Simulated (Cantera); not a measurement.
A closed system holds: 1 mol NH3, 0.063 mol H2O, 0.035 mol O2, held at 3498 K and 230 bar.

Method: chemical equilibrium by Gibbs-energy minimisation in Cantera with the NASA 1993 tables (ideal gas, pure condensed phases). Candidate condensed phases: H2O; 24 gas species. The ideal-gas law is rough above about 30 bar. Kinetics and transport are ignored.

Base state: H2 0.666, N2 0.238, H2O 0.0619, H 0.0316, OH 0.00135, NH3 0.000312, NO 0.000111, NH2 6.81e-5 (mole fractions); condensed: gas only.

Problem. What changes in the equilibrium state with this change: pressure from 230 bar to 14.0 bar?

Solution. 
```
species    before     after
-------  --------  --------
H2          0.666     0.592
N2          0.238     0.227
H          0.0316     0.121
H2O        0.0619    0.0542
NH3      0.000312   1.55e-5
O         3.74e-5  0.000606
O2        1.34e-6   2.13e-5
NH2       6.81e-5   1.46e-5
```
